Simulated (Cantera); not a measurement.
Silicon oxide and oxynitride deposition: Si2H6 + NO

Feed: 1 mol Si2H6, 3.2 mol NO, equilibrated at 350 °C and 0.0140 bar.

These are equilibrium values from Cantera (NASA tables, ideal gas, pure condensed phases), not measurements of a reactor. Candidate condensed phases: H2O, Si, SiO2, Si2N2O, Si3N4; 35 gas species. The feed counts by its element totals alone. The numbers say what is thermodynamically allowed, not how fast it happens.

```yaml
x(H2): 0.692
x(N2): 0.308
x(NH3): 0.000127
n(SiO2(α-quartz)): 1.47 mol
n(Si2N2O(s)): 0.267 mol
gas_amount: 4.333 mol
log10 activity of Si(s) (absent): -19.12
```
